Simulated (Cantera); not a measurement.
A closed system holds: 1 mol CH3OH, 4.1 mol CO2, 31 mol H2, at 1130 Torr.

Method: chemical equilibrium by Gibbs-energy minimisation in Cantera with the NASA 1993 tables (ideal gas, pure condensed phases). Candidate condensed phases: C, C6H6, C7H8, C8H18, H2O; 110 gas species. The numbers say what is thermodynamically allowed, not how fast it happens. All values below are at 2223 K.

Base state: H2 0.758, CO 0.130, H2O 0.104, H 0.00455, CO2 0.00333, OH 9.02e-5 (mole fractions); condensed: gas only.

Question: What changes in the equilibrium state with this change: CH3OH replaced by C6H6?

Answer: 
| species | before | after |
|---|---|---|
| H2 | 0.758 | 0.799 |
| CO | 0.130 | 0.194 |
| H | 0.00455 | 0.00467 |
| H2O | 0.104 | 1.23e-5 |
| C2H2 (acetylene) | <1e-9 | 0.00232 |
| CH4 | 1.63e-8 | 0.000240 |
| CH3 | 1.86e-9 | 2.67e-5 |
| OH | 9.02e-5 | 1.04e-8 |
| CO2 | 0.00333 | 5.57e-7 |
| C(graphite), mol | 0 | 1.69 |

Question: What changes in the equilibrium state with this change: CO2 from 4.1 to 0.21 mol?

Answer: 
```
species   before    after
-------  -------  -------
H2         0.758    0.954
CO         0.130   0.0352
H2O        0.104  0.00608
CO2      0.00333  4.19e-5
OH       9.02e-5  4.70e-6
H        0.00455  0.00511
```
